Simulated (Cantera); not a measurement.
A perfectly stirred reactor is fed with CO : O2 : H2O : N2 = 0.0021 : 0.075 : 0.0002 : 1 (molar parts), equivalence ratio 0.014, at 3750 Torr; it is held at 1248 K, and followed from long to short residence time.

Model: GRI-Mech 3.0 (53 species, 325 reactions), integrated in Cantera.

Problem. What does this change do: pressure from 3750 Torr to 750 Torr?

Solution. 
```tsv
quantity	before	after
x(CO) at τ = 1.30 s	0.000145	0.000143
x(O2) at τ = 1.30 s	0.0688	0.0688
x(H2O) at τ = 1.30 s	0.000185	0.000184
x(NO) at τ = 1.30 s	8.98e-7	9.54e-7
x(CO2) at τ = 1.30 s	0.00181	0.00181
x(CO) at τ = 15.0 ms	0.00162	0.00144
x(O2) at τ = 15.0 ms	0.0695	0.0693
x(H2O) at τ = 15.0 ms	0.000185	0.000181
x(NO) at τ = 15.0 ms	1.55e-8	2.51e-8
x(CO2) at τ = 15.0 ms	0.000334	0.000505
```

Problem. What does this change do: H2O 0.0002 to 0.00078 parts?

Solution. 
```
quantity                 before     after
---------------------  --------  --------
x(CO) at τ = 1.30 s    0.000145   8.04e-5
x(O2) at τ = 1.30 s      0.0688    0.0687
x(H2O) at τ = 1.30 s   0.000185  0.000724
x(NO) at τ = 1.30 s     8.98e-7   3.43e-7
x(CO2) at τ = 1.30 s    0.00181   0.00187
x(CO) at τ = 15.0 ms    0.00162   0.00130
x(O2) at τ = 15.0 ms     0.0695    0.0693
x(H2O) at τ = 15.0 ms  0.000185  0.000722
x(NO) at τ = 15.0 ms    1.55e-8   1.88e-8
x(CO2) at τ = 15.0 ms  0.000334  0.000646
```

Problem. What does this change do: temperature 1248 to 1175 K?

Solution. 
| quantity | before | after |
|---|---|---|
| x(CO) at τ = 1.30 s | 0.000145 | 0.000511 |
| x(O2) at τ = 1.30 s | 0.0688 | 0.0689 |
| x(H2O) at τ = 1.30 s | 0.000185 | 0.000185 |
| x(NO) at τ = 1.30 s | 8.98e-7 | 1.54e-7 |
| x(CO2) at τ = 1.30 s | 0.00181 | 0.00144 |
| x(CO) at τ = 15.0 ms | 0.00162 | 0.00190 |
| x(O2) at τ = 15.0 ms | 0.0695 | 0.0696 |
| x(H2O) at τ = 15.0 ms | 0.000185 | 0.000185 |
| x(NO) at τ = 15.0 ms | 1.55e-8 | 1.21e-10 |
| x(CO2) at τ = 15.0 ms | 0.000334 | 5.02e-5 |
